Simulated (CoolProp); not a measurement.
Vapour-liquid equilibrium of R143a (1) + propane (2) at -44.75 °C; x and y are mole fractions of (1).

The numbers come from the multi-fluid Helmholtz-energy mixture model, Lemmon and Jacobsen 2000 and Lemmon 2009; pair parameters Bell 2016 in CoolProp.

```
x     bubble pressure, mixture model (bar)  bubble pressure, Raoult's law (bar)  y, mixture model  y, Raoult's law
----  ------------------------------------  -----------------------------------  ----------------  ---------------
0.05                                 1.100                               0.9126             0.212            0.062
0.15                                 1.324                               0.9363             0.389            0.182
0.25                                 1.426                               0.9601             0.462            0.296
0.35                                 1.471                               0.9839             0.503            0.405
0.45                                 1.492                                1.008             0.531            0.508
0.55                                 1.500                                1.031             0.558            0.607
0.65                                 1.494                                1.055             0.591            0.701
0.75                                 1.465                                1.079             0.641            0.791
0.85                                 1.395                                1.103             0.722            0.878
0.95                                 1.252                                1.127             0.871            0.960
```

The largest gap from Raoult's law is +49.5 % in bubble pressure, at x = 0.35. y crosses x between x = 0.55 and 0.65: the model has an azeotrope there.

The pair parameters rest on a limited set of measurements; away from them the model extrapolates.
